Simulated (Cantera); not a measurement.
Cantera run:

```python
import numpy as np
import cantera as ct

gas_names = [...]  # 96 gases of nasa_gas.yaml made of C, Cl, H, Ti
cond_names = """
    C(gr) C6H6(L) C7H8(L) C8H18(L),n-octa Ti(a) Ti(b) Ti(L) TiC(s) TiC(L) TiCL2(s) TiCL3(s) TiCL4(L)
""".split()


# ... load() reads the species with a 1 bar reference pressure and builds the phases ...
atoms = {
    'TiCl4': {'Ti': 1, 'CL': 4},
    'C3H8': {'C': 3, 'H': 8},
}
top_T = {'C(gr)': 4500, 'TiCL2(s)': 1300, 'TiCL3(s)': 1000}  # K; cautious upper limits of use, not melting points


# ... equilibrate(T, P, feed) seeds the gas with the atoms and calls Mixture.equilibrate('TP', solver="vcs", rtol=1e-11, max_steps=5000) ...
results = []
feed = {'TiCl4': 1, 'C3H8': 0.81}  # mol
P = 133.322  # Pa
for T in [1375, 1425, 1475, 1525, 1575, 1625, 1675, 1725, 1775, 1825, 1875, 1925]:
    mix = equilibrate(T, P, feed)
    results.append((T, P, feed, dict(zip(mix.species_names, mix.species_moles))))
    x = sorted(zip(gas.X, gas.species_names), reverse=True)
    print(f"T = {T:g} K  P = {P:g} Pa  gas = {mix.phase_moles(0):.4g} mol")
    print("   x: " + "  ".join(f"{s} {v:.3e}" for v, s in x if v > 0.0001))
    print("   condensed (mol): " + ("  ".join(f"{mix.phase(i).name} {mix.phase_moles(i):.4g}"
          for i in range(1, mix.n_phases) if mix.phase_moles(i) > 1e-12) or "none"))
```

Output:

```
T = 1375 K  P = 133.322 Pa  gas = 5.104 mol
   x: HCL 6.445e-01  H2 3.125e-01  TiCL3 3.223e-02  TiCL4 1.054e-02  TiCL2 1.091e-04
   condensed (mol): C(gr) 1.649  TiC(s) 0.7811
T = 1425 K  P = 133.322 Pa  gas = 5.129 mol
   x: HCL 6.623e-01  H2 3.005e-01  TiCL3 2.976e-02  TiCL4 6.942e-03  CL 1.848e-04  TiCL2 1.792e-04  H 1.024e-04
   condensed (mol): C(gr) 1.619  TiC(s) 0.8108
T = 1475 K  P = 133.322 Pa  gas = 5.148 mol
   x: HCL 6.764e-01  H2 2.911e-01  TiCL3 2.710e-02  TiCL4 4.585e-03  CL 3.608e-04  TiCL2 2.808e-04  H 1.916e-04
   condensed (mol): C(gr) 1.595  TiC(s) 0.8354
T = 1525 K  P = 133.322 Pa  gas = 5.164 mol
   x: HCL 6.876e-01  H2 2.835e-01  TiCL3 2.445e-02  TiCL4 3.050e-03  CL 6.711e-04  TiCL2 4.225e-04  H 3.450e-04
   condensed (mol): C(gr) 1.574  TiC(s) 0.8558
T = 1575 K  P = 133.322 Pa  gas = 5.177 mol
   x: HCL 6.962e-01  H2 2.774e-01  TiCL3 2.193e-02  TiCL4 2.049e-03  CL 1.195e-03  TiCL2 6.141e-04  H 5.994e-04
   condensed (mol): C(gr) 1.557  TiC(s) 0.8727
T = 1625 K  P = 133.322 Pa  gas = 5.19 mol
   x: HCL 7.027e-01  H2 2.724e-01  TiCL3 1.958e-02  CL 2.048e-03  TiCL4 1.390e-03  H 1.009e-03  TiCL2 8.653e-04
   condensed (mol): C(gr) 1.543  TiC(s) 0.8867
T = 1675 K  P = 133.322 Pa  gas = 5.203 mol
   x: HCL 7.070e-01  H2 2.684e-01  TiCL3 1.741e-02  CL 3.388e-03  H 1.647e-03  TiCL2 1.186e-03  TiCL4 9.522e-04
   condensed (mol): C(gr) 1.532  TiC(s) 0.8983
T = 1725 K  P = 133.322 Pa  gas = 5.217 mol
   x: HCL 7.092e-01  H2 2.651e-01  TiCL3 1.543e-02  CL 5.425e-03  H 2.619e-03  TiCL2 1.584e-03  TiCL4 6.575e-04
   condensed (mol): C(gr) 1.522  TiC(s) 0.9078
T = 1775 K  P = 133.322 Pa  gas = 5.235 mol
   x: HCL 7.090e-01  H2 2.624e-01  TiCL3 1.360e-02  CL 8.429e-03  H 4.061e-03  TiCL2 2.063e-03  TiCL4 4.564e-04
   condensed (mol): C(gr) 1.514  TiC(s) 0.9156
T = 1825 K  P = 133.322 Pa  gas = 5.257 mol
   x: HCL 7.060e-01  H2 2.602e-01  CL 1.273e-02  TiCL3 1.190e-02  H 6.153e-03  TiCL2 2.624e-03  TiCL4 3.174e-04
   condensed (mol): C(gr) 1.507  TiC(s) 0.9219
T = 1875 K  P = 133.322 Pa  gas = 5.285 mol
   x: HCL 6.998e-01  H2 2.585e-01  CL 1.871e-02  TiCL3 1.032e-02  H 9.128e-03  TiCL2 3.257e-03  TiCL4 2.202e-04
   condensed (mol): C(gr) 1.502  TiC(s) 0.927
T = 1925 K  P = 133.322 Pa  gas = 5.322 mol
   x: HCL 6.897e-01  H2 2.571e-01  CL 2.678e-02  H 1.328e-02  TiCL3 8.835e-03  TiCL2 3.944e-03  TiCL4 1.517e-04  C2H2,acetylene 1.177e-04
   condensed (mol): C(gr) 1.498  TiC(s) 0.931
```

Equilibrium computed with Cantera from the NASA thermochemical tables; the gas is ideal and each condensed phase is pure. The tables' values for TiCl2 are old estimates; treat these amounts as uncertain. TiC: taken at fixed stoichiometry.
